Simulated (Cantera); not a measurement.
A perfectly stirred reactor is fed with 0.942 % CO, 3.90 % O₂, 0.0238 % H₂O, 95.1 % N₂, at 5250 Torr; it is held at 1425 K, and followed from long to short residence time.

Computed with Cantera and GRI-Mech 3.0 (53 species, 325 reactions).

**Question.** Predict: x(CO) at τ = 11.0 s; x(O₂) at τ = 11.0 s; x(H₂O) at τ = 11.0 s; x(NO) at τ = 11.0 s; x(CO) at τ = 68.0 ms; x(O₂) at τ = 68.0 ms; x(H₂O) at τ = 68.0 ms; x(NO) at τ = 68.0 ms; x(H₂O₂) at τ = 68.0 ms.

**Answer.** 
```
Property                  Result
----------------------  --------
x(CO) at τ = 11.0 s      1.85e-5
x(O₂) at τ = 11.0 s       0.0345
x(H₂O) at τ = 11.0 s    0.000238
x(NO) at τ = 11.0 s      9.27e-6
x(CO) at τ = 68.0 ms    0.000851
x(O₂) at τ = 68.0 ms      0.0348
x(H₂O) at τ = 68.0 ms   0.000235
x(NO) at τ = 68.0 ms     1.05e-5
x(H₂O₂) at τ = 68.0 ms   2.54e-9
```
